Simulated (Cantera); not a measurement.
# Thermodynamics of fluorocarbon and chlorocarbon gases, feed CH3Cl + H2

A closed system holds: 1 mol CH3Cl, a varied amount of H2, at 1900 °C and 50000 Pa.

Cantera equilibrium calculation (NASA polynomials, part measured and part estimated; ideal gas, pure solids and liquids). Candidate condensed phases: C, C6H6, C7H8, C8H18; 91 gas species. Kinetics and transport are ignored.

From 1.8 mol H2 to 18 mol H2 the condensed part is C(graphite). The main C-bearing gas is C2H2 (acetylene) throughout. The share of C in condensed phases is highest at 1.8 mol H2 (98.7 %) and lowest at 18 mol H2 (91.3 %).

```json
[
 {"n(H2) (mol)": "1.8", "x H2": "0.730", "x HCl": "0.261", "x H": "0.00584", "x C2H2 (acetylene)": "0.00161", "x Cl": "0.00152", "x CH4": "7.43e-5", "n C(graphite)": "0.987"},
 {"n(H2) (mol)": "3.3", "x H2": "0.804", "x HCl": "0.187", "x H": "0.00612", "x C2H2 (acetylene)": "0.00178", "x Cl": "0.00104", "x CH4": "9.01e-5", "n C(graphite)": "0.980"},
 {"n(H2) (mol)": "4.7", "x H2": "0.843", "x HCl": "0.148", "x H": "0.00627", "x C2H2 (acetylene)": "0.00186", "x Cl": "0.000803", "x CH4": "9.91e-5", "n C(graphite)": "0.974"},
 {"n(H2) (mol)": "6.2", "x H2": "0.870", "x HCl": "0.121", "x H": "0.00637", "x C2H2 (acetylene)": "0.00192", "x Cl": "0.000646", "x CH4": "0.000106", "n C(graphite)": "0.967"},
 {"n(H2) (mol)": "7.7", "x H2": "0.889", "x HCl": "0.102", "x H": "0.00644", "x C2H2 (acetylene)": "0.00196", "x Cl": "0.000540", "x CH4": "0.000110", "n C(graphite)": "0.960"},
 {"n(H2) (mol)": "9.2", "x H2": "0.902", "x HCl": "0.0885", "x H": "0.00649", "x C2H2 (acetylene)": "0.00199", "x Cl": "0.000464", "x CH4": "0.000114", "n C(graphite)": "0.954"},
 {"n(H2) (mol)": "11", "x H2": "0.915", "x HCl": "0.0763", "x H": "0.00653", "x C2H2 (acetylene)": "0.00202", "x Cl": "0.000398", "x CH4": "0.000117", "n C(graphite)": "0.945"},
 {"n(H2) (mol)": "12", "x H2": "0.920", "x HCl": "0.0708", "x H": "0.00655", "x C2H2 (acetylene)": "0.00203", "x Cl": "0.000368", "x CH4": "0.000118", "n C(graphite)": "0.941"},
 {"n(H2) (mol)": "14", "x H2": "0.929", "x HCl": "0.0620", "x H": "0.00658", "x C2H2 (acetylene)": "0.00205", "x Cl": "0.000320", "x CH4": "0.000120", "n C(graphite)": "0.932"},
 {"n(H2) (mol)": "15", "x H2": "0.933", "x HCl": "0.0583", "x H": "0.00660", "x C2H2 (acetylene)": "0.00206", "x Cl": "0.000301", "x CH4": "0.000121", "n C(graphite)": "0.927"},
 {"n(H2) (mol)": "17", "x H2": "0.939", "x HCl": "0.0522", "x H": "0.00662", "x C2H2 (acetylene)": "0.00207", "x Cl": "0.000268", "x CH4": "0.000123", "n C(graphite)": "0.918"},
 {"n(H2) (mol)": "18", "x H2": "0.941", "x HCl": "0.0496", "x H": "0.00663", "x C2H2 (acetylene)": "0.00208", "x Cl": "0.000255", "x CH4": "0.000124", "n C(graphite)": "0.913"}
]
```
x: gas mole fraction; n: condensed amount in mol.
